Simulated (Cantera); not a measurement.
Mixture: 6.71 % CH3OH, 17.0 % O2, 64.2 % N2, 12.1 % H2O, at 0.415 atm, adiabatic and at constant pressure. Ignition delay is the time to a rise of 400 K.

Detailed kinetics in Cantera: GRI-Mech 3.0 (53 species, 325 reactions). GRI-Mech 3.0 was tuned for natural gas; its chemistry of methanol as a main component is partial and can be far from experiment.

**Question.** Predict: delay at 1000 K; delay at 1100 K; delay at 1200 K; delay at 1300 K; delay at 1400 K; apparent activation energy between 1300 and 1400 K.

**Answer.** 
| Item | Result |
|---|---|
| delay at 1000 K | 0.955 s |
| delay at 1100 K | 0.108 s |
| delay at 1200 K | 17.9 ms |
| delay at 1300 K | 4.07 ms |
| delay at 1400 K | 1.21 ms |
| apparent activation energy between 1300 and 1400 K | 180 kJ/mol |
